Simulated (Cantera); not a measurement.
Feed: 1 mol CO2, 0.092 mol SO2, 0.35 mol H2, at 2048 K and 760 Pa.

Cantera equilibrium calculation (NASA polynomials, part measured and part estimated; ideal gas, pure solids and liquids). Candidate condensed phases: C, C6H6, C7H8, C8H18, H2O, H2SO4, S; 123 gas species. Rates play no part.

What is the equilibrium state?


| Quantity | Result |
|---|---|
| x(CO2) | 0.467 |
| x(CO) | 0.221 |
| x(H2O) | 0.216 |
| x(SO2) | 0.0600 |
| x(H2) | 0.0215 |
| x(OH) | 0.00412 |
| x(H) | 0.00376 |
| x(SO) | 0.00330 |
| x(O2) | 0.00225 |
| gas amount | 1.452 mol |
| log10 activity of S(l) (absent) | -5.59 |
| log10 activity of C(graphite) (absent) | -7.79 |
